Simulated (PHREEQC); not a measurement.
# Alkaline etch or developer: an equilibrium model

Make-up at 3.5 °C: 1.6 mol/kgw NH3 and 0.11 mol/kgw NaAlO2. Closed to the air; pH follows from the charge balance.

All values are PHREEQC results (ion-association model, phreeqc.dat), not measurements.

pH: 12.49
ionic strength: 0.117 mol/kgw
activity of water: 0.969
density: 1.004 g/cm³
total alkalinity: 2040 meq/kg

```csv
species,molality,activity,log γ
NH3,1.59,1.64,0.012
Al(OH)4-,0.110,0.0849,-0.112
Na+,0.110,0.0861,-0.106
OH-,0.00645,0.00488,-0.121
NH4+,0.00645,0.00476,-0.132
Al(OH)3,1.68e-8,1.73e-8,0.012
```

This is a speciation only: nothing precipitates in the calculation. Examples of supersaturated solids here: Gibbsite (slow to form). Others may be too. At this temperature some constants are extrapolated from 25 °C, and those without enthalpy data are left unchanged.
